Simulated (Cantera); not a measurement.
Source: NASA polynomial tables (part measured, part estimated), evaluated in Cantera. Values are per mole of reaction as written; species without (g) are pure solids or liquids, kept so even where they would boil at 1 bar.

Between 300 and 1773 K, where is each reaction favourable under standard conditions?
- 2 H2(g) + O2(g) = 2 H2O(g)
- Ta + O2(g) = TaO2(g)
- Nb + O2(g) = NbO2(g)


- 2 H2(g) + O2(g) = 2 H2O(g): ΔG° is -457 kJ at 300 K and -297 kJ at 1773 K; it stays negative (K > 1). ΔH° is -502 kJ and ΔS° -115 J/K at 1773 K.
- Ta + O2(g) = TaO2(g): ΔG° is -211 kJ at 300 K and -247 kJ at 1773 K; it stays negative (K > 1). ΔH° is -212 kJ and ΔS° 20 J/K at 1773 K.
- Nb + O2(g) = NbO2(g): ΔG° is -209 kJ at 300 K and -243 kJ at 1773 K; it stays negative (K > 1). ΔH° is -212 kJ and ΔS° 17 J/K at 1773 K.
